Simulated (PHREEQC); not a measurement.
Solution (20 °C): 0.0075 mol/kgw Ba(NO3)2 and 0.029 mol/kgw KCl. Closed to the air; pH follows from the charge balance.

Equilibrium calculation in PHREEQC: ion-association model, wateq4f.dat.

```yaml
ionic_strength: 0.0515 mol/kgw
```

```tsv
species	molality	activity	log γ
Cl-	0.0290	0.0236	-0.090
K+	0.0290	0.0236	-0.090
NO3-	0.0150	0.0121	-0.094
Ba+2	0.00750	0.00347	-0.335
H+	9.98e-8	8.52e-8	-0.069
OH-	9.81e-8	7.96e-8	-0.091
BaOH+	1.67e-9	1.38e-9	-0.084
```

Precipitation was switched off in this run.
